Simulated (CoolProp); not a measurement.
The fluid at 298.15 K and 7.71 MPa flows at 6.7 m/s in a round tube of 1 mm bore and 1.5 µm roughness, fully developed (64/Re and Nu = 3.66 if laminar; Colebrook and Gnielinski if turbulent). The same conditions are run with several fluids, on thermodynamics alone (safety and materials aside).

Values from CoolProp's reference Helmholtz-energy equation of state of each fluid (methane: Setzmann 1991; C2F6 (R116): Lemmon 2006; CF4 (R14): Platzer 1990; oxygen: Schmidt 1985; nitrogen: Span 2000). The equations of Platzer and Polt are older, rougher fits.

Rank methane, C2F6 (R116), CF4 (R14), oxygen, nitrogen by Reynolds number, highest first.

CF4 (R14) (95600), C2F6 (R116) (72200), oxygen (31100), nitrogen (30300), methane (29400)

| fluid | Darcy friction factor | pressure drop (Pa/m) | heat-transfer coefficient (W/(m² K)) | mass flow (kg/h) |
|---|---|---|---|---|
| methane | 0.0271 | 34600 | 3730 | 1.08 |
| C2F6 (R116) | 0.0244 | 605000 | 16400 | 20.9 |
| CF4 (R14) | 0.0238 | 198000 | 6960 | 7.02 |
| oxygen | 0.0269 | 62700 | 2680 | 1.97 |
| nitrogen | 0.0270 | 52900 | 2540 | 1.65 |

Transport values come from each fluid's own correlations; those of C2F6 (R116), CF4 (R14) are estimates that may be off by 10 % or more.
